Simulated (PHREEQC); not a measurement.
1 kg of water holding 0.0091 mol/kgw NaCl, 0.0035 mol/kgw Na2B4O7, 0.63 mol/kgw Na2CO3 and 0.0087 mol/kgw Na2SO4 is evaporated at 30 °C; the solids stay in contact with the brine. CO2 is held at log p = -3.4 (atm). Only these solids could form: Burkeite, Halite, Mirabilite, Nahcolite, Natron, Thenardite, Trona, Borax, Boric_acid,s, NaBO2:4H2O, NaB5O8:5H2O, Teepleite.

Model: Pitzer model, pitzer.dat, run in PHREEQC.

```tsv
water left (kg)	ionic strength	water activity	Trona (mol)	S in solution (mol/kgw)	Cl in solution (mol/kgw)	B in solution (mol/kgw)
0.9987	1.85	0.974	0	0.00871	0.00911	0.0140
0.8207	2.26	0.969	0	0.0106	0.0111	0.0171
0.5542	3.37	0.956	0	0.0157	0.0164	0.0253
0.4554	4.11	0.947	0	0.0191	0.0200	0.0307
0.3074	6.11	0.921	0	0.0283	0.0296	0.0455
0.2526	7.44	0.902	0	0.0344	0.0360	0.0554
0.1656	8.41	0.887	0.111	0.0525	0.0549	0.0845
0.1324	8.42	0.886	0.174	0.0657	0.0687	0.106
0.08277	8.47	0.884	0.269	0.105	0.110	0.169
0.06435	8.51	0.882	0.304	0.135	0.141	0.218
0.03684	8.68	0.876	0.356	0.236	0.247	0.380
0.02665	8.85	0.872	0.376	0.326	0.341	0.525
```

Trona from water left = 0.206 kg (pH 10.17).
